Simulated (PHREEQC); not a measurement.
PHREEQC input (Pitzer model, pitzer.dat):

```
SOLUTION 1
  temp 5
  units mol/kgw
  pH 7 charge
  C(4) 0.048
  Na 0.096
  Cl 0.032
  K 0.032
END
USE solution 1
INCREMENTAL_REACTIONS false
REACTION 1
  H2O -1
  0 9.886 18.011 24.689 30.178 34.689 38.397 41.444
  43.949 46.007 47.699 49.089 50.232 51.172 51.944 52.578
  53.1 53.528 53.88 54.17 54.408 54.603 54.764 54.896
  55.005 moles
EQUILIBRIUM_PHASES 1
  Halite 0 0
  Kalicinite 0 0
  Nahcolite 0 0
  Natron 0 0
  Sylvite 0 0
  Trona 0 0
SELECTED_OUTPUT 1
  -reset false
  -pH true
  -pe true
  -ionic_strength true
  -water true
  -activities H2O
  -totals C Cl K Na
  -molalities H+ Na+ K+ Cl- CO3-2 OH- HCO3- CO2
  -equilibrium_phases Halite Kalicinite Nahcolite Natron Sylvite Trona
PRINT
  -reset false
END
```

Selected output (columns that matter, 9 of 25 rows; water left (kg) added in front):

```
water left (kg)	pH	mu	C	Cl	K	Na	m_H+	m_Na+	m_K+	m_Cl-	m_CO3-2	m_OH-	la_H2O	Sylvite
1	11.702	0.17474	0.048	0.032	0.032	0.096	2.8856e-12	0.096	0.032	0.032	0.046741	0.0012586	-0.0014117	0
0.55521	11.785	0.3154	0.086454	0.057636	0.057636	0.17291	2.6156e-12	0.17291	0.057636	0.057636	0.084857	0.0015968	-0.0024745	0
0.308251	11.867	0.56896	0.15572	0.10381	0.10381	0.31143	2.4074e-12	0.31143	0.10381	0.10381	0.15371	0.0020025	-0.0043273	0
0.171153	11.949	1.0259	0.28045	0.18697	0.18697	0.5609	2.2264e-12	0.5609	0.18697	0.18697	0.27799	0.0024593	-0.0075307	0
0.095038	12.036	1.849	0.50506	0.33671	0.33671	1.0101	2.0086e-12	1.0101	0.33671	0.33671	0.50214	0.0029197	-0.013062	0
0.0527743	12.143	3.3316	0.90953	0.60636	0.60636	1.8191	1.6431e-12	1.8191	0.60636	0.60636	0.90623	0.0033039	-0.02297	0
0.0293187	12.299	5.9995	1.6372	1.0915	1.0915	3.2744	1.0428e-12	3.2744	1.0915	1.0915	1.6337	0.0035258	-0.043024	0
0.016294	12.563	10.798	2.9459	1.9639	1.9639	5.8917	3.7628e-13	5.8917	1.9639	1.9639	2.9423	0.0035359	-0.093982	0
0.00905204	12.828	17.399	5.3027	1.4948	1.4948	10.605	1.3287e-13	10.605	1.4948	1.4948	5.2993	0.0033947	-0.16114	0.018469
```

At this temperature some constants are extrapolated from 25 °C, and those without enthalpy data are left unchanged.
